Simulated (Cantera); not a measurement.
A Cantera script and what it prints.

```python
import numpy as np
import cantera as ct

gas_names = """
    B BCL BCLF BCL2 BCL3 BF BF2 BF3 BH BHF2 BH2 BH3 BO BOCL BOF BOF2 BO2 B2 B2O B2O2 B2O3 B3O3CL3 B3O3F3
    B3O3H3 CL CLF CLF3 CLO CL2 F FO FO2 F2 F2O H HBO HBO2 HCL HF HOCL HOF HO2 H2 H2F2 H2O H2O2 H3B3O6
    H3F3 H4F4 H5F5 H6F6 H7F7 O OH O2 O3
""".split()
cond_names = """
    B(b) B(L) B2O3(L) B3O3H3(cr) H2O(s) H2O(L)
""".split()


def load(file, names, dense=False):
    # The tables refer to 1 bar. Condensed volumes are neglected.
    table = {s.name: s for s in ct.Species.list_from_file(file)}
    out = []
    for n in names:
        d = dict(table[n].input_data)
        d["thermo"] = dict(d["thermo"], **{"reference-pressure": 1e5})
        if dense:
            d["equation-of-state"] = {"model": "constant-volume", "density": "1e6 g/cm^3"}
        out.append(ct.Species.from_dict(d))
    return out


gas = ct.Solution(thermo="ideal-gas", species=load("nasa_gas.yaml", gas_names))
cond = {s.name: ct.Solution(thermo="fixed-stoichiometry", species=[s], name=s.name)
        for s in load("nasa_condensed.yaml", cond_names, dense=True)}
atoms = {
    'B2O3': {'B': 2, 'O': 3},
    'BCl3': {'B': 1, 'CL': 3},
    'H2': {'H': 2},
    'HF': {'H': 1, 'F': 1},
}
top_T = {}  # K; cautious upper limits of use, not melting points


def equilibrate(T, P, feed):
    n = {}
    for name, mol in feed.items():
        for a, k in atoms[name].items():
            n[a] = n.get(a, 0.0) + k * mol
    gas.TPX = T, P, n
    mass = sum(n.values()) * gas.mean_molecular_weight
    gas.equilibrate("TP")
    valid = [c for c in cond.values() if c.min_temp <= T <= top_T.get(c.name, c.max_temp)]
    mix = ct.Mixture([(gas, mass / gas.mean_molecular_weight)] + [(c, 0.0) for c in valid])
    mix.T, mix.P = T, P
    mix.equilibrate("TP", solver="vcs", rtol=1e-11, max_steps=5000)
    return mix


results = []
feed = {'B2O3': 1, 'BCl3': 2.2, 'H2': 1.5, 'HF': 8.3}  # mol
T = 1698.15  # K
P = 5.4  # Pa
mix = equilibrate(T, P, feed)
results.append((T, P, feed, dict(zip(mix.species_names, mix.species_moles))))
x = sorted(zip(gas.X, gas.species_names), reverse=True)
print(f"T = {T:g} K  P = {P:g} Pa  gas = {mix.phase_moles(0):.4g} mol")
print("   x: " + "  ".join(f"{s} {v:.3e}" for v, s in x if v > 1e-05))
print("   condensed (mol): " + ("  ".join(f"{mix.phase(i).name} {mix.phase_moles(i):.4g}"
      for i in range(1, mix.n_phases) if mix.phase_moles(i) > 1e-12) or "none"))
```

Output:

```
T = 1698.15 K  P = 5.4 Pa  gas = 14.35 mol
   x: HCL 4.383e-01  BOF 2.084e-01  HF 1.403e-01  H2 1.012e-01  BF3 6.641e-02  CL 2.111e-02  BF2 1.321e-02  H 6.270e-03  BF 3.766e-03  BOCL 4.388e-04  BHF2 1.142e-04  BO 1.116e-04  HBO 8.990e-05  BCLF 8.470e-05  BCL 5.831e-05
   condensed (mol): none
```

Cantera equilibrium calculation (NASA polynomials, part measured and part estimated; ideal gas, pure solids and liquids). The tables' values for BF2, BOCl, BClF, BCl are old estimates; treat these amounts as uncertain.
